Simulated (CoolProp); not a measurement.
A simple Rankine cycle with R365MFC: condensing at 307.15 K, boiler at 0.711 MPa, turbine inlet 386.3 K, turbine efficiency 0.9, pump efficiency 0.8, no recuperator. Each further row changes one setting.

Model: reference Helmholtz-energy equation of state, Lemmon 2016, in CoolProp.

```json
[
 {"case": "as stated", "thermal efficiency (%)": "(withheld)", "net work (kJ/kg)": "36.0", "heat in (kJ/kg)": "265", "turbine exit temperature (K)": "342.6", "volume ratio over the turbine": "9.15"},
 {"case": "turbine inlet 406.3 K", "thermal efficiency (%)": "13.4", "net work (kJ/kg)": "(withheld)", "heat in (kJ/kg)": "(withheld)", "turbine exit temperature (K)": "363.7", "volume ratio over the turbine": "8.92"},
 {"case": "condensing temperature 299.15 K", "thermal efficiency (%)": "14.9", "net work (kJ/kg)": "41.2", "heat in (kJ/kg)": "276", "turbine exit temperature (K)": "337.3", "volume ratio over the turbine": "12.4"},
 {"case": "boiler pressure 0.498 MPa", "thermal efficiency (%)": "(withheld)", "net work (kJ/kg)": "31.4", "heat in (kJ/kg)": "270", "turbine exit temperature (K)": "351.5", "volume ratio over the turbine": "6.16"},
 {"case": "turbine efficiency 0.8", "thermal efficiency (%)": "12.1", "net work (kJ/kg)": "(withheld)", "heat in (kJ/kg)": "265", "turbine exit temperature (K)": "346.4", "volume ratio over the turbine": "(withheld)"}
]
```

Q: Fill in the missing entries.

A: 
- as stated, thermal efficiency (%): 13.6
- turbine inlet 406.3 K, net work (kJ/kg): 38.8
- turbine inlet 406.3 K, heat in (kJ/kg): 290
- boiler pressure 0.498 MPa, thermal efficiency (%): 11.6
- turbine efficiency 0.8, net work (kJ/kg): 32.0
- turbine efficiency 0.8, volume ratio over the turbine: 9.26
